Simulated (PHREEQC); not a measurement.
Make-up at 20 °C: 0.0082 mol H2SO4 and 1.6e-06 mol H4SiO4 per kg of water. Closed to the air; pH follows from the charge balance.

All values are PHREEQC results (ion-association model, wateq4f.dat), not measurements.

```
Quantity                  Result
----------------  --------------
pH                          1.93
ionic strength    0.0179 mol/kgw
total alkalinity    -16.4 meq/kg
```

```tsv
species	molality	activity	log γ
H+	0.0130	0.0117	-0.048
SO4-2	0.00484	0.00290	-0.223
HSO4-	0.00336	0.00295	-0.056
H4SiO4	1.60e-6	1.61e-6	0.002
```

No solid was allowed to form. Species that the database lacks are ignored.
